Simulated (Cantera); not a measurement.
Charge: 1 mol Fe₃O₄, 2.2 mol H₂, 18 mol N₂, at 1825 K and 10.0 Torr.

Method: chemical equilibrium by Gibbs-energy minimisation in Cantera with the NASA 1993 tables (ideal gas, pure condensed phases). Candidate condensed phases: Fe, FeO, Fe(OH)₂, Fe(OH)₃, Fe₂O₃, Fe₃O₄, H₂O; 27 gas species. The tables' stoichiometric FeO is somewhat more stable than real wüstite, so its field is too wide. FeO: taken at fixed stoichiometry. Rates play no part.

Q: What is the equilibrium state?

A: 
```json
{
 "x(N₂)": "0.889",
 "x(H₂)": "0.0573",
 "x(H₂O)": "0.0509",
 "x(Fe)": "0.00161",
 "x(H)": "0.000913",
 "x(OH)": "5.68e-5",
 "x(FeO)": "1.80e-5",
 "x(Fe(OH)₂)": "8.45e-6",
 "x(NO)": "5.47e-6",
 "n(FeO(l))": "2.97 mol",
 "gas_amount": "20.24 mol",
 "log10 activity of Fe(l) (absent)": "-0.29"
}
```
